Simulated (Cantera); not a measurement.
Charge: 1 mol Ti, 0.04 mol O₂, 150 mol H₂, equilibrated at 12.8 Torr.

Equilibrium computed with Cantera from the NASA thermochemical tables; the gas is ideal and each condensed phase is pure. Candidate condensed phases: H₂O, Ti, TiO, TiO₂, Ti₂O₃, Ti₃O₅, Ti₄O₇; 12 gas species. Mutual solubility and eutectic melting of coexisting phases are not modelled. TiO: taken at fixed stoichiometry. Condensed phases not in the tables: N, O or C dissolved in the metal. Rates play no part. All values below are at 1450 K.

Base state: H₂ 1.000, H 7.25e-5 (mole fractions); condensed: Ti(β) + TiO(s).

Task: What changes in the equilibrium state with this change: O₂ from 0.04 to 1.2 mol?

Result: 
| species | before | after |
|---|---|---|
| H₂ | 1.000 | 0.996 |
| H₂O | 2.61e-9 | 0.00433 |
| H | 7.25e-5 | 7.24e-5 |
| Ti(β), mol | 0.920 | 0 |
| TiO(s), mol | 0.0800 | 0 |
| Ti₄O₇(s), mol | 0 | 0.250 |
Condensed phases not in the tables: Magnéli phases beyond Ti₄O₇.
